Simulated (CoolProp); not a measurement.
A single-stage vapour-compression cycle with chloromethane (R40): evaporating at 282.15 K (dew point), condensing at 334.15 K (bubble point), superheat 8 K, subcooling 2 K, compressor efficiency 0.75, no pressure losses. Each further row changes one setting.

Model: reference Helmholtz-energy equation of state, Thol 2014, in CoolProp.

```tsv
case	cooling COP	pressure ratio	discharge temperature (K)	refrigerating effect (kJ/kg)	volumetric capacity (kJ/m³)
as stated	3.31	4.14	407.8	317	2520
evaporating temperature 287.15 K	…	3.53	…	320	…
condensing temperature 329.15 K	3.74	…	397.6	326	2590
subcooling 7 K	3.40	4.14	407.8	326	2590
superheat 18 K	3.27	4.14	420.2	…	…
compressor efficiency 0.65	2.87	4.14	421.3	317	2520
```

Task: Fill in the missing entries.

Result: 
- evaporating temperature 287.15 K, cooling COP: 3.80
- evaporating temperature 287.15 K, discharge temperature (K): 399.6
- evaporating temperature 287.15 K, volumetric capacity (kJ/m³): 2950
- condensing temperature 329.15 K, pressure ratio: 3.69
- superheat 18 K, refrigerating effect (kJ/kg): 327
- superheat 18 K, volumetric capacity (kJ/m³): 2480
